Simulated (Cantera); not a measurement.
Charge: 1 mol SiO2, 65 mol HCl, 0.16 mol O2, at 650 °C and 12.0 Pa.

Equilibrium computed with Cantera from the NASA thermochemical tables; the gas is ideal and each condensed phase is pure. Candidate condensed phases: H2O, Si, SiO2; 30 gas species. Equilibrium is a limit: real reactors are often held back by kinetics, nucleation or transport.

Base state: HCl 0.990, H2O 0.00490, Cl2 0.00455, Cl 0.000688, O2 1.15e-5 (mole fractions); condensed: SiO2(β-quartz).

Q: What changes in the equilibrium state with this change: SiO2 replaced by Fe2O3?

A: 
```json
[
 {"species": "HCl", "before": "0.990", "after": "0.974"},
 {"species": "H2O", "before": "0.00490", "after": "0.0136"},
 {"species": "Cl2", "before": "0.00455", "after": "0.00595"},
 {"species": "FeCl2", "before": "0", "after": "0.00348"},
 {"species": "FeCl3", "before": "0", "after": "0.00250"},
 {"species": "O2", "before": "1.15e-5", "after": "0.000162"},
 {"species": "Cl", "before": "0.000688", "after": "0.000787"},
 {"species": "SiO2(β-quartz), mol", "before": "1.00", "after": "0"},
 {"species": "Fe2O3(s), mol", "before": "0", "after": "0.806"}
]
```
Further candidate phases: Fe, FeCl2, FeCl3, FeO, Fe(OH)2, Fe(OH)3, Fe2O3, Fe3O4.

Q: What changes in the equilibrium state with this change: O2 from 0.16 to 2.5 mol?

A: 
```json
[
 {"species": "HCl", "before": "0.990", "after": "0.917"},
 {"species": "H2O", "before": "0.00490", "after": "0.0296"},
 {"species": "Cl2", "before": "0.00455", "after": "0.0287"},
 {"species": "O2", "before": "1.15e-5", "after": "0.0228"},
 {"species": "Cl", "before": "0.000688", "after": "0.00173"},
 {"species": "SiO2(β-quartz), mol", "before": "1.00", "after": "1.00"}
]
```
